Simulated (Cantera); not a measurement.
Charge: 1 mol MgSO4, 3.7 mol CO2, 0.4 mol H2, held at 150000 Pa.

Cantera equilibrium calculation (NASA polynomials, part measured and part estimated; ideal gas, pure solids and liquids). Candidate condensed phases: C, C6H6, C7H8, C8H18, H2O, H2SO4, Mg, MgCO3, MgO, Mg(OH)2, MgS, MgSO4, S; 130 gas species. Equilibrium is a limit: real reactors are often held back by kinetics, nucleation or transport. All values below are at 1698 K.

Base state: CO2 0.685, SO2 0.184, H2O 0.0740, O2 0.0552, SO3 0.000815, OH 0.000200, CO 0.000160 (mole fractions); condensed: MgO(s).

Problem. What changes in the equilibrium state with this change: MgSO4 replaced by MgCO3?

Solution. 
```tsv
species	before	after
CO2	0.685	0.845
CO	0.000160	0.0764
H2O	0.0740	0.0764
SO2	0.184	0
O2	0.0552	3.67e-7
SO3	0.000815	0
H2	5.06e-6	0.00203
OH	0.000200	1.03e-5
MgO(s), mol	1.000	1.000
```
